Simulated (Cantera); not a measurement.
Input: 1 mol SiH₄, 0.19 mol CO₂, 0.22 mol H₂, 0.27 mol O₂, at 1825 K and 0.165 Torr.

Cantera equilibrium calculation (NASA polynomials, part measured and part estimated; ideal gas, pure solids and liquids). Candidate condensed phases: C, C₆H₆, C₇H₈, C₈H₁₈, H₂O, Si, SiC, SiO₂; 123 gas species. Mutual solubility and eutectic melting of coexisting phases are not modelled. Gases not in the tables: Si₂H₆ and higher silanes. Rates play no part.

**Question.** What is the equilibrium state?

**Answer.** 
- x(H₂): 0.671
- x(SiO): 0.252
- x(CO): 0.0308
- x(H): 0.0243
- x(Si): 0.0207
- x(SiH): 0.000267
- x(Si₂C): 0.000250
- x(Si₂): 0.000135
- x(Si₃): 3.16e-5
- n(Si(l)): 0.0198 mol
- n(SiC(s)): 0.0892 mol
- gas amount: 3.248 mol
- log10 activity of C(graphite) (absent): -1.57
